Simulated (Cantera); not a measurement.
An isothermal, constant-pressure homogeneous reactor starts with CH4 : H2O = 1 : 0.57 (molar parts), at 1600 K and 3000 Torr.

Computed with Cantera and GRI-Mech 3.0 (53 species, 325 reactions). GRI-Mech 3.0 stops at C3 and has no aromatics, soot or wall deposition, so with more carbon than oxygen in the feed, carbon stays in small species such as C2H2 where larger ones or solid carbon would form.

x: mole fraction; the columns are a selection and need not sum to one.

```tsv
t (s)	x CH4	x H2O	x CH3	x O	x OH
3.00e-6	0.637	0.363	5.69e-5	<1e-12	6.56e-8
8.46e-6	0.637	0.363	0.000146	1.55e-12	1.64e-7
2.38e-5	0.636	0.363	0.000262	4.90e-12	2.91e-7
6.72e-5	0.635	0.363	0.000318	7.20e-12	3.54e-7
0.000189	0.632	0.363	0.000404	1.15e-11	4.49e-7
0.000534	0.621	0.362	0.000521	1.91e-11	5.82e-7
0.00151	0.586	0.356	0.000532	2.02e-11	6.15e-7
0.00424	0.503	0.337	0.000410	1.25e-11	5.25e-7
0.0120	[?]	[?]	[?]	6.93e-12	[?]
0.0337	[?]	[?]	[?]	4.54e-12	3.92e-7
0.0950	0.150	0.241	0.000121	4.01e-12	3.73e-7
0.268	0.140	0.205	0.000112	3.64e-12	3.14e-7
0.755	0.138	0.148	0.000105	2.92e-12	2.18e-7
2.13	0.128	0.0852	9.30e-5	1.91e-12	1.19e-7
6.00	0.114	0.0350	7.90e-5	<1e-12	4.69e-8
```

### Question
What belongs in the gaps?

### Answer

- 0.0120, x CH4: 0.375
- 0.0120, x H2O: 0.307
- 0.0120, x CH3: 0.000280
- 0.0120, x OH: 4.41e-7
- 0.0337, x CH4: 0.235
- 0.0337, x H2O: 0.272
- 0.0337, x CH3: 0.000176
